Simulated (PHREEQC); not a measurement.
Consider water at 20 °C with 0.0024 mol AgF and 1.58e-05 mol NaCl per kg of water. Closed to the air; pH follows from the charge balance.

All values are PHREEQC results (ion-association model, wateq4f.dat), not measurements.

Precipitation was switched off in this run.

Q: Predict the pH.

A: pH 7.32.

Q: In which forms is Cl present?

A: AgCl 81 %, Cl- 19 % of the Cl.

Saturation is exceeded, for instance for Cerargyrite; the values hold only as long as no solid forms.
